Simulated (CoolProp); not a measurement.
Vapour-liquid equilibrium of propane (1) + n-perfluorobutane (2) at 259.4 K; x and y are mole fractions of (1).

Values from CoolProp's multi-fluid Helmholtz-energy mixture model, Lemmon 2009 and Gao 2022; pair parameters Bell 2016.

**Question.** Give the bubble pressure and the first vapour's composition at x = 0.05, 0.15, 0.25. Is there an azeotrope?

**Answer.** x = 0.05: 1.104 bar, y = 0.455; x = 0.15: 1.844 bar, y = 0.692; x = 0.25: 2.306 bar, y = 0.767. No azeotrope shows between x = 0.05 and 0.95.

The pair parameters rest on a limited set of measurements; away from them the model extrapolates. With so large a gap from Raoult's law the liquid may split in two, which this calculation doesn't test in full.
